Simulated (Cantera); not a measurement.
# Calcination and drying: LiOH + O2

Feed: 1 mol LiOH, 14 mol O2, equilibrated at 13.3 mbar.

These are equilibrium values from Cantera (NASA tables, ideal gas, pure condensed phases), not measurements of a reactor. Candidate condensed phases: H2O, Li, LiH, LiOH, Li2O; 17 gas species. Condensed phases not in the tables: the peroxide. The numbers say what is thermodynamically allowed, not how fast it happens.

```json
[
 {"T (K)": "875", "x O2": "0.966", "x LiOH": "1.48e-6", "x H2O": "0.0345", "x O": "1.75e-11", "x Li": "<1e-12", "n Li2O(s)": "0.500"},
 {"T (K)": "1025", "x O2": "0.965", "x LiOH": "6.08e-5", "x H2O": "0.0345", "x O": "2.81e-9", "x Li": "<1e-12", "n Li2O(s)": "0.500"},
 {"T (K)": "1175", "x O2": "0.965", "x LiOH": "0.000923", "x H2O": "0.0340", "x O": "1.24e-7", "x Li": "5.24e-10", "n Li2O(s)": "0.493"},
 {"T (K)": "1325", "x O2": "0.962", "x LiOH": "0.00709", "x H2O": "0.0308", "x O": "2.34e-6", "x Li": "9.52e-8", "n Li2O(s)": "0.448"},
 {"T (K)": "1475", "x O2": "0.951", "x LiOH": "0.0291", "x H2O": "0.0193", "x O": "2.42e-5", "x Li": "5.88e-6", "n Li2O(s)": "0.284"},
 {"T (K)": "1625", "x O2": "0.936", "x LiOH": "0.0564", "x H2O": "0.00513", "x O": "0.000163", "x Li": "0.000167", "n Li2O(s)": "0.0473"},
 {"T (K)": "1775", "x O2": "0.932", "x LiOH": "0.0581", "x H2O": "0.00400", "x O": "0.000800", "x Li": "0.00104", "n Li2O(s)": "0"},
 {"T (K)": "1925", "x O2": "0.928", "x LiOH": "0.0551", "x H2O": "0.00492", "x O": "0.00307", "x Li": "0.00363", "n Li2O(s)": "0"},
 {"T (K)": "2075", "x O2": "0.917", "x LiOH": "0.0495", "x H2O": "0.00647", "x O": "0.00967", "x Li": "0.00950", "n Li2O(s)": "0"}
]
```
x: gas mole fraction; n: condensed amount in mol.

From 875 K to 1625 K the condensed part is Li2O(s). From 1775 K to 2075 K nothing is condensed. The main Li-bearing gas is LiOH throughout.
